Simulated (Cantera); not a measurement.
## NO annealing gas

An isothermal, constant-pressure homogeneous reactor starts with NO : N2 = 1 : 2.9 (molar parts), at 2023 K and 0.0500 bar.

Detailed kinetics in Cantera: GRI-Mech 3.0 (53 species, 325 reactions).

```tsv
t (s)	x NO	x N2	x N2O	x NO2	x O2	x O
4.00e-5	0.256	0.744	1.80e-7	1.88e-10	7.87e-11	1.81e-7
0.000139	0.256	0.744	6.18e-7	2.19e-9	9.45e-10	6.28e-7
0.000480	0.256	0.744	2.09e-6	2.41e-8	1.15e-8	2.21e-6
0.00167	0.256	0.744	6.67e-6	2.22e-7	1.44e-7	8.10e-6
0.00577	0.256	0.744	1.76e-5	1.45e-6	2.04e-6	3.26e-5
0.0200	0.256	0.744	2.86e-5	6.13e-6	3.40e-5	0.000129
0.0693	0.255	0.744	2.82e-5	1.17e-5	0.000410	0.000273
0.240	0.252	0.746	2.69e-5	1.43e-5	0.00221	0.000325
0.833	0.238	0.753	2.31e-5	2.01e-5	0.00912	0.000442
2.89	0.184	0.780	1.26e-5	2.82e-5	0.0359	0.000728
10.0	0.0587	0.842	1.21e-6	1.48e-5	0.0982	0.00113
```
x: mole fraction; the columns are a selection and need not sum to one.

Equilibrium at this temperature and pressure: NO 0.00661, N2 0.868, N2O 8.70e-8, NO2 1.88e-6, O2 0.124, O 0.00126 (gas phase only).
